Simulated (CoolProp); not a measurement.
Toluene along the isotherm 184.65 °C: fugacity coefficient from the reference equation and from simpler models built on Tc = 318.6 °C, pc = 4.126 MPa, ω = 0.266; each cubic takes its own stable root.

Computed with CoolProp (reference Helmholtz-energy equation of state, Lemmon 2006). It is a short technical equation, of lower accuracy than the large ones.

```json
[
 {"p (MPa)": "0.0196", "phase": "gas", "reference": "0.9959", "van der Waals": "0.9974", "Soave-Redlich-Kwong": "0.9964", "Peng-Robinson": "0.9962"},
 {"p (MPa)": "0.0316", "phase": "gas", "reference": "0.9934", "van der Waals": "0.9958", "Soave-Redlich-Kwong": "0.9942", "Peng-Robinson": "0.9938"},
 {"p (MPa)": "0.0511", "phase": "gas", "reference": "0.9894", "van der Waals": "0.9933", "Soave-Redlich-Kwong": "0.9906", "Peng-Robinson": "0.9900"},
 {"p (MPa)": "0.0825", "phase": "gas", "reference": "0.9828", "van der Waals": "0.9891", "Soave-Redlich-Kwong": "0.9848", "Peng-Robinson": "0.9838"},
 {"p (MPa)": "0.133", "phase": "gas", "reference": "0.9723", "van der Waals": "0.9825", "Soave-Redlich-Kwong": "0.9755", "Peng-Robinson": "0.9740"},
 {"p (MPa)": "0.215", "phase": "gas", "reference": "0.9553", "van der Waals": "0.9717", "Soave-Redlich-Kwong": "0.9604", "Peng-Robinson": "0.9580"},
 {"p (MPa)": "0.348", "phase": "gas", "reference": "0.9277", "van der Waals": "0.9542", "Soave-Redlich-Kwong": "0.9360", "Peng-Robinson": "0.9322"},
 {"p (MPa)": "0.908", "phase": "liquid", "reference": "0.5562", "van der Waals": "0.8805", "Soave-Redlich-Kwong": "0.5715", "Peng-Robinson": "0.5613"},
 {"p (MPa)": "1.47", "phase": "liquid", "reference": "0.3504", "van der Waals": "0.7604", "Soave-Redlich-Kwong": "0.3609", "Peng-Robinson": "0.3535"},
 {"p (MPa)": "2.37", "phase": "liquid", "reference": "0.2242", "van der Waals": "0.4971", "Soave-Redlich-Kwong": "0.2318", "Peng-Robinson": "0.2262"},
 {"p (MPa)": "3.83", "phase": "liquid", "reference": "0.1459", "van der Waals": "0.3344", "Soave-Redlich-Kwong": "0.1518", "Peng-Robinson": "0.1471"},
 {"p (MPa)": "6.19", "phase": "liquid", "reference": "0.09785", "van der Waals": "0.2361", "Soave-Redlich-Kwong": "0.1028", "Peng-Robinson": "0.09861"}
]
```

At some of these states van der Waals gives the other phase, because its saturation line lies elsewhere.
